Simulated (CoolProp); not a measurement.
Vapour-liquid equilibrium of R13 (1) + R11 (2) at 228.3 K; x and y are mole fractions of (1).

Values from CoolProp's multi-fluid Helmholtz-energy mixture model, Platzer 1990 and Jacobsen 1992; pair parameters Bell 2016. This equation is an older, rougher fit; its heat capacities, sound speeds and derivatives of the liquid may be far off and weren't checked against measurements.

Q: Give the bubble pressure and the first vapour's composition at x = 0.2, 0.65, 0.95. Is there an azeotrope?

A: x = 0.2: 0.1620 MPa, y = 0.979; x = 0.65: 0.3612 MPa, y = 0.994; x = 0.95: 0.4802 MPa, y = 0.999. No azeotrope shows between x = 0.05 and 0.95.

The pair parameters rest on a limited set of measurements; away from them the model extrapolates. With so large a gap from Raoult's law the liquid may split in two, which this calculation doesn't test in full.
